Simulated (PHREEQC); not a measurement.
1 kg of water holding 60 mmol/kgw KCl, 5.4 mmol/kgw NaCl and 1.6 mmol/kgw CaSO4 is evaporated at 25 °C; the solids stay in contact with the brine. CO2 from the air is kept out. Solids allowed: Arcanite, Glaserite, Glauberite, Gypsum, Anhydrite, Halite, Mirabilite, Misenite, Portlandite, Sylvite, Syngenite, Thenardite. Others were left out.

The series has 28 steps of water left (kg), from 1 to 0.00497.

Computed with PHREEQC (Pitzer model, pitzer.dat).

Problem. Which solids form, in which order, and at which step of the series does each first stand?

Solution. Gypsum from water left = 0.01627 kg; Sylvite from water left = 0.01097 kg.

Species that the database lacks are ignored.
